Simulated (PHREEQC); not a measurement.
Synthetic water in mg/L, 25 °C, pH 2.07, pe 9.9: Na 1460; K 104; Ca 217; Mg 114; Cl 518; S(6) as SO4 4360; Fe(3) 3.63; Cu(2) 91.4; F 0.402; Br 71.3; B 10.3.

Cl is adjusted to close the charge balance.
Valence states are taken as typed.

Equilibrium calculation in PHREEQC: ion-association model, phreeqc.dat.

No solid was allowed to form.

Problem. Estimate the ionic strength, density, specific conductance.

Solution. ionic strength 0.122 mol/kgw; density 1.003 g/cm³; specific conductance 10800 µS/cm.

Problem. In which forms is F present?

Solution. HF 80 %, FeF+2 10 %, F- 8.6 %, MgF+ 0.6 %, FeF2+ 0.5 % of the F.

Examples of supersaturated solids here: Hematite (slow to form), Goethite (slow to form). Others may be too. Real BF4- forms and hydrolyses slowly; the run takes it at equilibrium. Fluoro complexes past AlF4- and FeF3 are missing from the database.
